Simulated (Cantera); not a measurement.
Input (Python, Cantera):

```python
import numpy as np
import cantera as ct

gas = ct.Solution("gri30.yaml")
gas.TPX = 600, 100000, {'CH4': 1, 'C2H6': 1.2, 'C3H8': 1.1, 'O2': 10.6, 'N2': 40}
inlet = ct.Reservoir(gas, clone=True)
gas.equilibrate("HP")  # start burning
reactor = ct.IdealGasConstPressureReactor(gas, energy="on", clone=False)
exhaust = ct.Reservoir(gas, clone=True)
tau = [0.21, 0.092, 0.041, 0.018, 0.0081, 0.0036, 0.0016, 0.00071, 0.00032, 0.00014, 6.2e-05, 2.8e-05, 1.2e-05][0]
for a, b in ((inlet, reactor), (reactor, exhaust)):
    ct.MassFlowController(a, b, mdot=lambda t: reactor.mass / tau)
net = ct.ReactorNet([reactor])
show = ['CH4', 'C2H6', 'C3H8', 'H2', 'NO', 'CO', 'HCN']

rows = []
print(f"{'tau/s':>10s}{'T/K':>9s}" + "".join(f"{s:>11s}" for s in show))
for tau in [0.21, 0.092, 0.041, 0.018, 0.0081, 0.0036, 0.0016, 0.00071, 0.00032, 0.00014, 6.2e-05, 2.8e-05, 1.2e-05]:
    net.initial_time = 0.0
    net.advance(30 * tau)
    before = gas.X
    net.advance(40 * tau)
    drift = np.max(np.abs(gas.X - before) / (gas.X + 1e-9))
    rows.append([gas.T, *gas[show].X, drift])
    print(f"{tau:10.3e}{gas.T:9.1f}" + "".join(f"{x:11.3e}" for x in gas[show].X))
```

It prints:

```
     tau/s      T/K        CH4       C2H6       C3H8         H2         NO         CO        HCN
 2.100e-01   2397.8  3.611e-07  2.117e-08  2.348e-08  1.193e-02  1.810e-03  3.586e-02  2.818e-07
 9.200e-02   2391.5  7.354e-07  4.798e-08  5.198e-08  1.212e-02  1.654e-03  3.624e-02  5.235e-07
 4.100e-02   2379.5  1.376e-06  1.064e-07  1.107e-07  1.248e-02  1.436e-03  3.696e-02  8.442e-07
 1.800e-02   2358.5  2.433e-06  2.376e-07  2.320e-07  1.311e-02  1.170e-03  3.820e-02  1.189e-06
 8.100e-03   2327.6  4.082e-06  5.123e-07  4.624e-07  1.405e-02  8.961e-04  3.995e-02  1.469e-06
 3.600e-03   2285.7  6.959e-06  1.102e-06  9.149e-07  1.530e-02  6.360e-04  4.216e-02  1.690e-06
 1.600e-03   2235.8  1.240e-05  2.346e-06  1.809e-06  1.674e-02  4.280e-04  4.462e-02  1.933e-06
 7.100e-04   2181.7  2.360e-05  5.015e-06  3.660e-06  1.819e-02  2.834e-04  4.720e-02  2.351e-06
 3.200e-04   2128.3  4.793e-05  1.084e-05  7.634e-06  1.946e-02  1.918e-04  5.004e-02  3.177e-06
 1.400e-04   2071.7  1.115e-04  2.585e-05  1.780e-05  2.054e-02  1.294e-04  5.424e-02  5.036e-06
 6.200e-05   1994.4  3.267e-04  7.433e-05  5.053e-05  2.188e-02  7.805e-05  6.249e-02  9.498e-06
 2.800e-05    600.0  1.855e-02  2.226e-02  2.041e-02  8.921e-16  7.863e-19  1.645e-15  3.637e-19
 1.200e-05    600.0  1.855e-02  2.226e-02  2.041e-02 -3.345e-20 -2.949e-23 -6.170e-20 -1.364e-23
```

Detailed kinetics in Cantera: GRI-Mech 3.0 (53 species, 325 reactions). GRI-Mech 3.0 was tuned for natural gas; its chemistry of propane as a main component is partial and can be far from experiment.
